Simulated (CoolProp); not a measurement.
Vapour-liquid equilibrium of R22 (1) + ethanol (2) at 10.55 °C; x and y are mole fractions of (1).

Model: multi-fluid Helmholtz-energy mixture model, Kamei 1995 and Schroeder 2014; pair parameters Bell 2016, in CoolProp.

```
x     bubble pressure, mixture model (bar)  bubble pressure, Raoult's law (bar)  y, mixture model  y, Raoult's law
----  ------------------------------------  -----------------------------------  ----------------  ---------------
0.05                                0.5964                               0.3771             0.947            0.918
0.15                                 1.785                                1.066             0.983            0.974
0.25                                 2.909                                1.755             0.990            0.986
0.35                                 3.842                                2.444             0.993            0.991
0.45                                 4.538                                3.133             0.995            0.994
0.55                                 5.025                                3.822             0.995            0.996
0.65                                 5.376                                4.511             0.996            0.997
0.75                                 5.683                                5.200             0.997            0.998
0.85                                 6.045                                5.889             0.997            0.999
0.95                                 6.566                                6.578             0.999            1.000
```

The largest gap from Raoult's law is +67.4 % in bubble pressure, at x = 0.15. No azeotrope shows between x = 0.05 and 0.95.

Pair parameters are fitted to limited data, so mixtures are less certain than the pure fluids. With so large a gap from Raoult's law the liquid may split in two, which this calculation doesn't test in full.
